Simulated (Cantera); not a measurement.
An isothermal, constant-pressure homogeneous reactor starts with NH3 : H2 = 1 : 1.2 (molar parts), at 1475 K and 760 Torr.

Model: the gas-phase N/H chemistry of the illustrative SiF4/NH3 mechanism in the Surface Chemkin manual (1991), integrated in Cantera. Walls and surfaces, which speed up NH3 decomposition in real reactors, are not modelled.

**Question.** Predict: x(NH3) at 100 s; x(H2) at 100 s; x(H) at 100 s; x(NH2) at 100 s; x(N2) at 100 s.

**Answer.** 
```
Property                                            Value
---------------  ----------------------------------------
x(NH3) at 100 s     0.283 (gas-phase equilibrium 2.04e-5)
x(H2) at 100 s        0.658 (gas-phase equilibrium 0.844)
x(H) at 100 s     9.48e-6 (gas-phase equilibrium 1.19e-5)
x(NH2) at 100 s  8.83e-6 (gas-phase equilibrium 6.24e-10)
x(N2) at 100 s       0.0588 (gas-phase equilibrium 0.156)
```
